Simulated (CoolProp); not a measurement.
R125 at 298.15 K and 2.05 MPa flows at 17 m/s in a round tube of 10 mm bore and 45 µm roughness, fully developed (64/Re and Nu = 3.66 if laminar; Colebrook and Gnielinski if turbulent). Each further row changes one setting.

Values from CoolProp's reference Helmholtz-energy equation of state, Lemmon 2005.

```tsv
case	Reynolds number	Darcy friction factor	pressure drop (Pa/m)	heat-transfer coefficient (W/(m² K))	mass flow (kg/h)
as stated	1410000	0.0295	511000	53400	5770
velocity 34 m/s	2820000	0.0295	2040000	107000	11500
diameter 20 mm	2820000	0.0242	210000	45900	23100
```

Viscosity comes from a separate model (Huber 2006). Thermal conductivity comes from a separate model (Perkins 2006).
